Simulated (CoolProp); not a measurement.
Vapour-liquid equilibrium of R22 (1) + R114 (2) at 0.959 MPa; x and y are mole fractions of (1).

Values from CoolProp's multi-fluid Helmholtz-energy mixture model, Kamei 1995 and Platzer 1990; pair parameters Bell 2016. This equation is an older, rougher fit; its heat capacities, sound speeds and derivatives of the liquid may be far off and weren't checked against measurements.

Task: Give the bubble temperature and the first vapour's composition at x = 0.125, 0.275, 0.875. Is there an azeotrope?

Result: x = 0.125: 63.9 °C, y = 0.360; x = 0.275: 50.8 °C, y = 0.586; x = 0.875: 25.5 °C, y = 0.950. No azeotrope shows between x = 0.05 and 0.95.

Pair parameters are fitted to limited data, so mixtures are less certain than the pure fluids.
